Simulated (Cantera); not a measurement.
A freely propagating, adiabatic, planar premixed flame of CH3OH : O2 : N2 = 1 : 2.14 : 10.3 (molar parts), equivalence ratio 0.70, unburnt at 675 K and 4.30 bar; mixture-averaged transport, grid criteria slope 0.08 and curve 0.16, no radiation.

Model: GRI-Mech 3.0 (53 species, 325 reactions), integrated in Cantera. GRI-Mech 3.0 was tuned for natural gas; its chemistry of methanol as a main component is partial and can be far from experiment. Burning velocities carry a grid error of a few per cent, more on coarse grids.

What does this change do: N2 10.3 to 13 parts?


```json
[
 {"quantity": "laminar burning velocity", "before": "40.1 cm/s", "after": "23.2 cm/s"},
 {"quantity": "thermal thickness", "before": "0.172 mm", "after": "0.270 mm"},
 {"quantity": "peak x(CO)", "before": "0.0288", "after": "0.0204"},
 {"quantity": "peak x(C2H6)", "before": "1.04e-8", "after": "<1e-8"},
 {"quantity": "peak x(C2H)", "before": "<1e-8", "after": "<1e-8"},
 {"quantity": "peak x(H2)", "before": "0.00719", "after": "0.00472"}
]
```

What does this change do: CH3OH 1 to 0.75 parts?


```tsv
quantity	before	after
laminar burning velocity	40.1 cm/s	17.2 cm/s
thermal thickness	0.172 mm	0.353 mm
peak x(CO)	0.0288	0.0167
peak x(C2H6)	1.04e-8	<1e-8
peak x(C2H)	<1e-8	<1e-8
peak x(H2)	0.00719	0.00285
```
